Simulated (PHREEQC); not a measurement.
Make-up at 35 °C: 0.065 mol/kgw CuSO4 and 0.00011 mol/kgw Na2SO4. Closed to the air; pH follows from the charge balance.

The numbers come from PHREEQC with the ion-association model, wateq4f.dat.

This is a speciation only: nothing precipitates in the calculation.

Task: Order these Cu species by the share of Cu that they hold, largest first: CuSO4, Cu+2, Cu2(OH)2+2.

Result: Cu+2 (54 %), CuSO4 (46 %), Cu2(OH)2+2 (0.15 %)

The pH is 4.48 and the ionic strength 0.140 mol/kgw.
